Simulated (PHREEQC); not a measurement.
PHREEQC input (ion-association model, wateq4f.dat):

```
SOLUTION_MASTER_SPECIES
  An  An-  0  An  62.0  # stands for a non-complexing anion
SOLUTION_SPECIES
  An- = An-
    -log_k 0
    -gamma 3.0 0
  PO4-3 + 3H+ = H3PO4  # constants of phreeqc.dat
    -log_k 21.721
    -delta_h -10.1 kJ
PHASES
  Fix_H+
    H+ = H+
    -log_k 0
SOLUTION 1
  temp 25
  units mmol/kgw
  pH 7 charge
  P 0.071
  Na 300.071
  Cl 0.00022
  Ca 0.00011
  An 300
END
SELECTED_OUTPUT 1
  -reset false
  -pH true
  -pe true
  -ionic_strength true
  -water true
  -totals Ca Cl Na P
  -molalities Hfo_wOH Hfo_wOH2+ Hfo_wO- Hfo_sOH Hfo_sOH2+ Hfo_sO- Hfo_wH2PO4 Hfo_wHPO4- Hfo_wPO4-2 Hfo_sOHCa+2
    Hfo_wOCa+
  -saturation_indices Portlandite Hydroxyapatite Halite
USER_PUNCH 1
  -headings sigma psi
  10 PUNCH EDL("sigma", "Hfo"), EDL("psi", "Hfo")
PRINT
  -reset false
USE solution 1
SURFACE 1
  Hfo_wOH 7.19101e-05 600 0.032
  Hfo_sOH 1.79775e-06
EQUILIBRIUM_PHASES 1
  Fix_H+ -4 HAn 10
    -force_equality true
  O2(g) -0.68 10
END
# ... the last block is repeated for the other 12 points of pH, with NaOH or the acid as the point needs
```

Selected output (columns that matter, 11 of 13 rows; pH added in front):

```
pH	mu	Ca	Na	P	m_Hfo_wOH	m_Hfo_wOH2+	m_Hfo_wO-	m_Hfo_sOH	m_Hfo_sOH2+	si_Portlandite	si_Hydroxyapatite	si_Halite	sigma	psi
4	0.30021	1.1e-07	0.30007	1.7418e-05	7.1377e-08	1.8257e-05	6.3928e-12	7.0011e-09	1.7907e-06	-22.306	-42.409	-9.0693	0.077099	0.052184
4.5	0.30012	1.1e-07	0.30007	1.9164e-05	1.7784e-07	1.9896e-05	3.6417e-11	1.5927e-08	1.7818e-06	-21.306	-38.782	-9.0692	0.061755	0.04385
5	0.30009	1.0999e-07	0.30007	2.1707e-05	4.0241e-07	2.2215e-05	1.6699e-10	3.1986e-08	1.7657e-06	-20.306	-35.134	-9.0692	0.043294	0.032419
6	0.30008	1.098e-07	0.30007	2.8013e-05	1.7584e-06	2.7162e-05	2.6079e-09	1.0928e-07	1.6881e-06	-18.307	-28.017	-9.0692	0.0075018	0.0059843
6.5	0.30008	1.0905e-07	0.30007	3.1629e-05	3.7202e-06	2.8808e-05	1.1006e-08	2.0543e-07	1.5908e-06	-17.31	-24.775	-9.0692	-0.0073364	-0.0058529
7	0.30009	1.0629e-07	0.30007	3.6247e-05	8.211e-06	2.8892e-05	5.3457e-08	3.9645e-07	1.395e-06	-16.322	-21.946	-9.0692	-0.019247	-0.015167
7.5	0.30011	9.8787e-08	0.30009	4.2839e-05	1.7416e-05	2.6067e-05	2.6656e-07	7.1121e-07	1.0645e-06	-15.354	-19.552	-9.0692	-0.029442	-0.022784
8	0.30014	8.4293e-08	0.30011	5.1188e-05	3.1224e-05	1.9743e-05	1.1313e-06	1.0622e-06	6.7166e-07	-14.423	-17.538	-9.0692	-0.040025	-0.030224
9	0.3002	4.3612e-08	0.30016	6.5232e-05	5.05e-05	6.175e-06	9.4613e-06	1.3263e-06	1.6217e-07	-12.712	-14.615	-9.0691	-0.067651	-0.047168
9.5	0.30025	2.2056e-08	0.3002	6.9036e-05	4.9076e-05	3.109e-06	1.7747e-05	1.2097e-06	7.6635e-08	-12.016	-14.062	-9.0691	-0.093	-0.059851
10	0.30036	8.181e-09	0.30032	7.0519e-05	4.3137e-05	1.5984e-06	2.6669e-05	1.0398e-06	3.853e-08	-11.47	-14.32	-9.069	-0.13277	-0.075651
```

Complexes and solids missing from the database can't appear. H3PO4, which wateq4f.dat lacks, is added to it with the constant of phreeqc.dat.
